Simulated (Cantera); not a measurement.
Input: 1 mol SiC, 0.036 mol O₂, 1.2 mol N₂, equilibrated at 1248 K and 1.50e-5 bar.

Cantera equilibrium calculation (NASA polynomials, part measured and part estimated; ideal gas, pure solids and liquids). Candidate condensed phases: C, Si, SiC, SiO₂, Si₂N₂O, Si₃N₄; 34 gas species. N₂ is the only nitrogen source here; it is nearly inert below about 1500 K, so the nitride shown seldom forms there in practice. Mutual solubility and eutectic melting of coexisting phases are not modelled. Equilibrium is a limit: real reactors are often held back by kinetics, nucleation or transport.

Base state: N₂ 0.961, CO 0.0392, SiO 7.18e-5 (mole fractions); condensed: SiC(s) + Si₂N₂O(s).

**Question.** What changes in the equilibrium state with this change: SiC replaced by Si?

**Answer.** 
```csv
species,before,after
N₂,0.961,1.000
SiO,7.18e-5,7.07e-6
CO,0.0392,0
"SiC(s), mol",0.952,0
"Si₂N₂O(s), mol",0.0239,0.0720
"Si₃N₄(s), mol",0,0.285
```
